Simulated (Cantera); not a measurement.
## Adiabatic ignition

An adiabatic, constant-volume homogeneous reactor starts with CO : H₂ : CH₄ : O₂ : N₂ = 1 : 0.44 : 0.22 : 0.892 : 3.36 (molar parts), equivalence ratio 1.3, at 1700 K and 1.00 bar.

Computed with Cantera and GRI-Mech 3.0 (53 species, 325 reactions).

```csv
t (s),T (K),P (bar),x CO,x H₂,x CH₄,x C₂H,x CH₂O,x CH₂CO,x C₂H₄
4.00e-6,1700,1.000,0.169,0.0744,0.0372,<1e-12,2.84e-7,5.07e-10,7.09e-10
1.16e-5,1701,1.00,0.169,0.0741,0.0368,<1e-12,1.90e-5,3.16e-8,7.56e-7
3.35e-5,2474,1.48,0.139,0.0285,<1e-12,<1e-12,1.11e-9,<1e-12,<1e-12
9.70e-5,2903,1.69,0.134,0.0250,<1e-12,<1e-12,1.78e-9,<1e-12,<1e-12
0.000281,2986,1.72,0.132,0.0242,<1e-12,<1e-12,2.22e-9,<1e-12,<1e-12
0.000812,2979,1.72,0.133,0.0245,<1e-12,<1e-12,2.26e-9,<1e-12,<1e-12
0.00235,2979,1.72,0.133,0.0246,<1e-12,<1e-12,2.27e-9,<1e-12,<1e-12
0.00681,2979,1.72,0.133,0.0246,<1e-12,<1e-12,2.27e-9,<1e-12,<1e-12
0.0197,2979,1.72,0.133,0.0246,<1e-12,<1e-12,2.27e-9,<1e-12,<1e-12
0.0570,2979,1.72,0.133,0.0246,<1e-12,<1e-12,2.27e-9,<1e-12,<1e-12
0.165,2979,1.72,0.133,0.0246,<1e-12,<1e-12,2.27e-9,<1e-12,<1e-12
0.478,2979,1.72,0.133,0.0246,<1e-12,<1e-12,2.27e-9,<1e-12,<1e-12
1.38,2979,1.72,0.133,0.0246,<1e-12,<1e-12,2.27e-9,<1e-12,<1e-12
4.00,2979,1.72,0.133,0.0246,<1e-12,<1e-12,2.27e-9,<1e-12,<1e-12
```
x: mole fraction; the columns are a selection and need not sum to one.

| Item | Result |
|---|---|
| time of steepest temperature rise | 25.4 µs |
| temperature at 4.00 s | 2979 K |
| equilibrium temperature | 2979 K |
| x(CO) at 4.00 s | 0.133 (gas-phase equilibrium 0.133) |
| x(H₂) at 4.00 s | 0.0246 (gas-phase equilibrium 0.0246) |
| x(CH₄) at 4.00 s | <1e-12 (gas-phase equilibrium <1e-12) |
